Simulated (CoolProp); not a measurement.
Values from CoolProp's reference Helmholtz-energy equation of state, Wu 2012.

Task: For fluoroethane (R161), give the phase and the Joule-Thomson coefficient (K/MPa) at 351.8 K and 0.358 MPa; 359.6 K and 0.358 MPa; 390.9 K and 0.358 MPa.

Result: 
- 351.8 K and 0.358 MPa: gas; Joule-Thomson coefficient 12.9
- 359.6 K and 0.358 MPa: gas; Joule-Thomson coefficient 12.0
- 390.9 K and 0.358 MPa: gas; Joule-Thomson coefficient 9.14
